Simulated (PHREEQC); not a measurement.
HCl is added in steps, without added water, to 1 kg of water holding 21 mmol/kgw NiCl2, 0.22 mmol/kgw MnCl2 and 0.9 mmol/kgw NaHS, at 20 °C. The system is closed to oxygen. CO2 from the air is kept out. Solids allowed: Pyrochroite, Ni(OH)2, Millerite, MnS(Green), Halite. Others were left out.

Base run: PHREEQC, ion-association model, wateq4f.dat. Each further column changes one thing. The table gives S in solution (mol/kgw).

```csv
HCl added (mol),base,all activity coefficients set to 1,Davies equation for every ion,metal-ligand complexes left out,Debye-Hückel limiting law
0,5.81e-6,3.82e-6,5.35e-6,5.58e-6,6.25e-6
3.2e-05,6.22e-6,4.09e-6,5.73e-6,5.97e-6,6.69e-6
6.4e-05,6.65e-6,4.38e-6,6.12e-6,6.39e-6,7.15e-6
9.6e-05,7.10e-6,4.67e-6,6.53e-6,6.81e-6,7.63e-6
0.000128,7.55e-6,4.97e-6,6.95e-6,7.25e-6,8.12e-6
0.00016,8.03e-6,5.28e-6,7.39e-6,7.70e-6,8.63e-6
0.000192,8.51e-6,5.60e-6,7.83e-6,8.17e-6,9.15e-6
0.000224,9.01e-6,5.93e-6,8.29e-6,8.65e-6,9.68e-6
0.000256,9.52e-6,6.27e-6,8.77e-6,9.14e-6,1.02e-5
0.000288,1.00e-5,6.62e-6,9.25e-6,9.65e-6,1.08e-5
0.00032,1.06e-5,6.98e-6,9.75e-6,1.02e-5,1.14e-5
```

The polysulfide entries of wateq4f.dat were taken out for this run.
